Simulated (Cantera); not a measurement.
A Cantera script and what it prints.

```python
import numpy as np
import cantera as ct

gas_names = """
    B BF BF2 BF3 BN BO BOF BOF2 BO2 B2 B2O B2O2 B2O3 B3O3F3 F FO FO2 F2 F2O N NF NF2 NF3 NO NO2 NO3 N2
    N2O O O2 O3
""".split()
cond_names = """
    B(b) B(L) BN(s) B2O3(L)
""".split()


# ... load() reads the species with a 1 bar reference pressure and builds the phases ...
atoms = {
    'B2O3': {'B': 2, 'O': 3},
    'NF3': {'N': 1, 'F': 3},
    'N2': {'N': 2},
}
top_T = {'BN(s)': 3200}  # K; cautious upper limits of use, not melting points


# ... equilibrate(T, P, feed) seeds the gas with the atoms and calls Mixture.equilibrate('TP', solver="vcs", rtol=1e-11, max_steps=5000) ...
results = []
feed = {'B2O3': 1, 'NF3': 0.88, 'N2': 0.37}  # mol
P = 3.1  # Pa
for T in [1323, 1373, 1423, 1473, 1523, 1573, 1623, 1673, 1723, 1773, 1823, 1873, 1923, 1973]:
    mix = equilibrate(T, P, feed)
    results.append((T, P, feed, dict(zip(mix.species_names, mix.species_moles))))

top = {s: max(r[3][s] / sum(r[3][g] for g in gas_names) for r in results) for s in gas_names}
cols = sorted((s for s in top if top[s] > 1e-05), key=lambda s: -top[s])[:6]
seen = [c for c in cond_names if any(r[3].get(c, 0) > 1e-12 for r in results)]
print("log10 of partial pressures in bar; condensed amounts in mol")
print(f"{'T/K':>10s}" + "".join(f"{s[:9]:>10s}" for s in cols + seen))
for T, P, feed, n in results:
    ng = sum(n[g] for g in gas_names)
    print(f"{T:10.4g}" + "".join(f"{np.log10(max(n[s] / ng * P / 1e5, 1e-99)):10.3f}" for s in cols)
          + "".join(f"{n.get(c, 0):10.4g}" for c in seen))
```

Result:

```
log10 of partial pressures in bar; condensed amounts in mol
       T/K       BOF        N2        O2       BF3         F         O
      1323    -4.824    -5.141    -5.230    -5.544   -10.236    -9.190
      1373    -4.824    -5.141    -5.230    -5.544    -9.731    -8.825
      1423    -4.824    -5.141    -5.230    -5.544    -9.262    -8.486
      1473    -4.824    -5.141    -5.230    -5.544    -8.824    -8.169
      1523    -4.824    -5.141    -5.231    -5.544    -8.416    -7.874
      1573    -4.824    -5.142    -5.232    -5.545    -8.033    -7.597
      1623    -4.824    -5.142    -5.233    -5.546    -7.674    -7.337
      1673    -4.824    -5.143    -5.236    -5.548    -7.338    -7.094
      1723    -4.824    -5.144    -5.240    -5.553    -7.022    -6.865
      1773    -4.825    -5.146    -5.247    -5.562    -6.728    -6.651
      1823    -4.825    -5.149    -5.259    -5.578    -6.454    -6.451
      1873    -4.825    -5.153    -5.277    -5.606    -6.203    -6.265
      1923    -4.825    -5.160    -5.305    -5.653    -5.979    -6.094
      1973    -4.825    -5.170    -5.345    -5.729    -5.784    -5.938
```

These are equilibrium values from Cantera (NASA tables, ideal gas, pure condensed phases), not measurements of a reactor. The tables' values for BF2 are old estimates; treat these amounts as uncertain.
